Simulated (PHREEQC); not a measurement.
A solution holds 6.2 mmol/kgw TMAH and 1.2 mmol/kgw H3BO3, at 25 °C. Closed to the air; pH follows from the charge balance.

Computed with PHREEQC (ion-association model, phreeqc.dat).

```json
{
  "pH": "11.66",
  "ionic_strength": "0.00620 mol/kgw",
  "total_alkalinity": "6.20 meq/kg"
}
```

```csv
species,molality,activity,log γ
(CH3)4N+,0.00620,0.00570,-0.036
OH-,0.00500,0.00460,-0.037
H2BO3-,0.00120,0.00110,-0.036
H3BO3,4.20e-6,4.21e-6,0.001
```

Precipitation was switched off in this run. (CH3)4N+ isn't in the database: it is added as a free cation with an ion size of 4 Å.
